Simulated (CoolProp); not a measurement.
A single-stage vapour-compression cycle with hydrogen chloride: evaporating at 208.15 K (dew point), condensing at 241.15 K (bubble point), superheat 5 K, subcooling 0 K, compressor efficiency 0.65, no pressure losses. Each further row changes one setting.

The numbers come from the reference Helmholtz-energy equation of state, Thol 2018 in CoolProp.

```csv
case,cooling COP,pressure ratio,discharge temperature (K),refrigerating effect (kJ/kg),volumetric capacity (kJ/m³)
as stated,?,3.61,349.8,369,2240
evaporating temperature 213.15 K,?,2.89,328.7,371,?
condensing temperature 236.15 K,4.08,3.04,328.4,377,2290
subcooling 5 K,3.45,3.61,349.8,377,2290
superheat 15 K,?,3.61,?,378,2170
compressor efficiency 0.55,2.85,3.61,373.2,369,2240
```

Q: Fill in the missing entries.

A: 
- as stated, cooling COP: 3.37
- evaporating temperature 213.15 K, cooling COP: 4.18
- evaporating temperature 213.15 K, volumetric capacity (kJ/m³): 2770
- superheat 15 K, cooling COP: 3.27
- superheat 15 K, discharge temperature (K): 367.9
